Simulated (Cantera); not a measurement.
A closed system holds: 1 mol V2O3, 4 mol H2, equilibrated at 1300 K and 6900 Pa.

Method: chemical equilibrium by Gibbs-energy minimisation in Cantera with the NASA 1993 tables (ideal gas, pure condensed phases). Candidate condensed phases: H2O, V, VO, V2O3, V2O4, V2O5; 12 gas species. Mutual solubility and eutectic melting of coexisting phases are not modelled. VO: taken at fixed stoichiometry. Condensed phases not in the tables: the oxides between V2O3 and V2O5 other than VO2. Kinetics and transport are ignored.

Base state: H2 0.999, H2O 0.00101 (mole fractions); condensed: VO(s) + V2O3(s).

Task: What changes in the equilibrium state with this change: temperature from 1300 K to 1900 K?

Result: 
```json
[
 {"species": "H2", "before": "0.999", "after": "0.976"},
 {"species": "H2O", "before": "0.00101", "after": "0.0206"},
 {"species": "H", "before": "4.21e-6", "after": "0.00299"},
 {"species": "VO2", "before": "<1e-9", "after": "3.76e-5"},
 {"species": "VO(s), mol", "before": "0.00807", "after": "0.165"},
 {"species": "V2O3(s), mol", "before": "0.996", "after": "0.917"}
]
```

Task: What changes in the equilibrium state with this change: V2O3 replaced by NiS?

Result: 
```
species         before     after
-------------  -------  --------
H2               0.999     0.918
H2S                  0    0.0812
S2                   0  0.000920
H2O            0.00101         0
SH                   0  0.000188
VO(s), mol     0.00807         0
V2O3(s), mol     0.996         0
Ni3S2(l), mol        0     0.333
```
Further candidate phases: Ni, NiS, NiS2, Ni3S2, Ni3S4, S.

Task: What changes in the equilibrium state with this change: V2O3 replaced by TiO2?

Result: 
```tsv
species	before	after
H2	0.999	0.997
H2O	0.00101	0.00298
VO(s), mol	0.00807	0
V2O3(s), mol	0.996	0
TiO2(rutile), mol	0	0.952
Ti4O7(s), mol	0	0.0119
```
Condensed phases not in the tables: Magnéli phases beyond Ti4O7. Further candidate phases: Ti, TiO, TiO2, Ti2O3, Ti3O5, Ti4O7.
